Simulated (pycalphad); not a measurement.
Source of the numbers: pycalphad with the COST 507 light-alloy database (1999); pressure 1 atm. These are 1990s assessments: newer ones move some temperatures and phases. Amounts are mole fractions of atoms.

Alloy Hf-11.66B (at.%). At 2200 K the liquid holds 13.6 and the BCC_A2 solid 0.823 at.% B; the final invariant liquid holds 15 at.%.

**Question.** Use the Scheil equation x_L = x₀ f_L^(k−1) with a constant partition coefficient to estimate the liquid left at the invariant point, and compare with a stepwise Scheil-Gulliver run on the full database.

**Answer.** k = 0.060, so f_L = (15/11.66)^(1/(k − 1)) ≈ 0.77. The stepwise run (steps of 4 K), in which k changes along the path, leaves 0.77 at 2154 K.

BCC_A2 is bcc.
